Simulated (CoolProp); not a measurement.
Computed with CoolProp (reference Helmholtz-energy equation of state, Gao 2020).

Question: Give the vapour pressure (kPa), vapour density (kg/m³), enthalpy of vaporisation (kJ/kg), liquid cp (kJ/(kg K)) of saturated ammonia at 282.9, 338.5 K.

Answer: 
```json
[
 {"T (K)": "282.9", "p (kPa)": "610", "vapour density (kg/m³)": "4.83", "enthalpy of vaporisation (kJ/kg)": "1230", "liquid cp (kJ/(kg K))": "4.67"},
 {"T (K)": "338.5", "p (kPa)": "2970", "vapour density (kg/m³)": "23.5", "enthalpy of vaporisation (kJ/kg)": "967", "liquid cp (kJ/(kg K))": "5.36"}
]
```
